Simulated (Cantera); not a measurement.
A diamond (100) surface in a fixed gas of H2 with x(CH4) = 0.0026, x(H) = 0.0011, at 1225 K, 0.0120 bar; coverages are run to steady state.

Detailed kinetics in Cantera: the Harris–Goodwin 1993 mechanism for the reconstructed diamond (100) surface.

θ: site fractions in the mechanism's names (c6HH fully hydrogenated, c6H* and c6*H radical sites, c6** diradical, c6HM methylated).

```
x(CH3)   growth (µm/h)  θ c6HH  θ c6H*  θ c6*H  θ c6**  θ c6HM
-------  -------------  ------  ------  ------  ------  ------
1e-06         0.000887   0.450  0.0398   0.485  0.0252     [?]
2.5e-06        0.00222   0.450  0.0398   0.485  0.0252     [?]
6.2e-06        0.00549   0.450  0.0398   0.485  0.0252     [?]
1.5e-05         0.0133   0.450  0.0398   0.485  0.0251     [?]
3.8e-05         0.0335   0.450  0.0397   0.485  0.0250     [?]
9.4e-05         0.0822   0.450  0.0397   0.485  0.0248     [?]
0.00023          0.197   0.449  0.0397   0.484  0.0243     [?]
0.00058          0.474   0.448  0.0395   0.483  0.0230     [?]
0.0014            1.03   0.446  0.0393   0.479  0.0205     [?]
```

Problem. What belongs in the gaps?

Solution. 
- 1e-06, θ c6HM: 2.33e-6
- 2.5e-06, θ c6HM: 5.81e-6
- 6.2e-06, θ c6HM: 1.44e-5
- 1.5e-05, θ c6HM: 3.49e-5
- 3.8e-05, θ c6HM: 8.82e-5
- 9.4e-05, θ c6HM: 0.000217
- 0.00023, θ c6HM: 0.000528
- 0.00058, θ c6HM: 0.00131
- 0.0014, θ c6HM: 0.00303
